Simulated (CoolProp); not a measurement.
50 sccm (0 °C, 1 atm) of nitrogen bubbles through liquid octamethyltrisiloxane (MDM) at 334.9 K and leaves saturated at a total pressure of 0.0462 MPa (ideal gas phase). Each further row changes one setting.

Model: reference Helmholtz-energy equation of state, Thol 2017, in CoolProp.

```csv
case,vapour pressure (kPa),mole fraction of vapour,delivery (mg/min),delivery (sccm),change of delivery for a bath 1 K warmer (%)
as stated,3.97,0.0860,49.6,4.70,5.4
bath temperature 339.9 K,5.04,0.109,64.6,6.12,5.4
total pressure 0.0924 MPa,3.97,0.0430,23.7,2.25,5.2
```
